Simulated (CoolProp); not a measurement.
Vapour-liquid equilibrium of propane (1) + n-butane (2) at 0.0455 MPa; x and y are mole fractions of (1).

Values from CoolProp's multi-fluid Helmholtz-energy mixture model, Lemmon 2009 and Bücker 2006; pair parameters Kunz 2012.

```json
[
 {"x": "0.05", "bubble temperature (K)": "249.0", "y at the bubble point": "0.217", "dew temperature at overall composition x (K)": "252.4", "liquid density (mol/L)": "10.86"},
 {"x": "0.125", "bubble temperature (K)": "243.4", "y at the bubble point": "___", "dew temperature at overall composition x (K)": "___", "liquid density (mol/L)": "11.09"},
 {"x": "0.2", "bubble temperature (K)": "238.8", "y at the bubble point": "0.597", "dew temperature at overall composition x (K)": "249.3", "liquid density (mol/L)": "11.31"},
 {"x": "0.275", "bubble temperature (K)": "234.8", "y at the bubble point": "0.702", "dew temperature at overall composition x (K)": "247.7", "liquid density (mol/L)": "11.53"},
 {"x": "0.35", "bubble temperature (K)": "231.4", "y at the bubble point": "0.778", "dew temperature at overall composition x (K)": "___", "liquid density (mol/L)": "11.74"},
 {"x": "0.425", "bubble temperature (K)": "228.5", "y at the bubble point": "0.833", "dew temperature at overall composition x (K)": "244.0", "liquid density (mol/L)": "11.95"},
 {"x": "0.5", "bubble temperature (K)": "225.9", "y at the bubble point": "0.875", "dew temperature at overall composition x (K)": "241.8", "liquid density (mol/L)": "12.16"},
 {"x": "0.575", "bubble temperature (K)": "223.7", "y at the bubble point": "0.907", "dew temperature at overall composition x (K)": "239.5", "liquid density (mol/L)": "12.37"},
 {"x": "0.65", "bubble temperature (K)": "221.6", "y at the bubble point": "___", "dew temperature at overall composition x (K)": "236.9", "liquid density (mol/L)": "12.58"},
 {"x": "0.725", "bubble temperature (K)": "219.8", "y at the bubble point": "0.952", "dew temperature at overall composition x (K)": "233.9", "liquid density (mol/L)": "12.79"},
 {"x": "0.8", "bubble temperature (K)": "218.2", "y at the bubble point": "0.968", "dew temperature at overall composition x (K)": "230.3", "liquid density (mol/L)": "13.01"},
 {"x": "0.875", "bubble temperature (K)": "216.6", "y at the bubble point": "0.982", "dew temperature at overall composition x (K)": "225.9", "liquid density (mol/L)": "13.23"},
 {"x": "0.95", "bubble temperature (K)": "215.2", "y at the bubble point": "0.993", "dew temperature at overall composition x (K)": "___", "liquid density (mol/L)": "13.45"}
]
```

Question: Fill in the missing entries.

Answer: 
- 0.125, y at the bubble point: 0.445
- 0.125, dew temperature at overall composition x (K): 250.9
- 0.35, dew temperature at overall composition x (K): 245.9
- 0.65, y at the bubble point: 0.932
- 0.95, dew temperature at overall composition x (K): 220.0

No azeotrope shows between x = 0.05 and 0.95.

Pair parameters are fitted to limited data, so mixtures are less certain than the pure fluids.
